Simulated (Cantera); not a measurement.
An adiabatic, constant-volume homogeneous reactor starts with CH4 : C2H6 : O2 : N2 : CO2 = 1 : 0.045 : 1.14 : 9.08 : 0.29 (molar parts), at 1500 K and 7500 Torr. Integrator tolerance rtol = 1e-08.

Computed with Cantera and GRI-Mech 3.0 (53 species, 325 reactions).

Problem. What does this change do: constant pressure in place of constant volume?

Solution. 
```tsv
quantity	before	after
time of steepest temperature rise	0.249 ms	0.284 ms
temperature at 3.00 s	2407 K	2191 K
equilibrium temperature	2407 K	2191 K
x(CH4) at 3.00 s	5.03e-10 (gas-phase equilibrium 5.60e-10)	5.07e-10 (gas-phase equilibrium 5.67e-10)
x(C2H6) at 3.00 s	<1e-12 (gas-phase equilibrium <1e-12)	<1e-12 (gas-phase equilibrium <1e-12)
x(O2) at 3.00 s	1.46e-6 (gas-phase equilibrium 1.46e-6)	1.99e-7 (gas-phase equilibrium 1.99e-7)
x(C2H) at 3.00 s	<1e-12 (gas-phase equilibrium <1e-12)	<1e-12 (gas-phase equilibrium <1e-12)
x(C2H4) at 3.00 s	<1e-12 (gas-phase equilibrium <1e-12)	<1e-12 (gas-phase equilibrium <1e-12)
x(CH2CO) at 3.00 s	1.08e-12 (gas-phase equilibrium 1.19e-12)	<1e-12 (gas-phase equilibrium <1e-12)
```
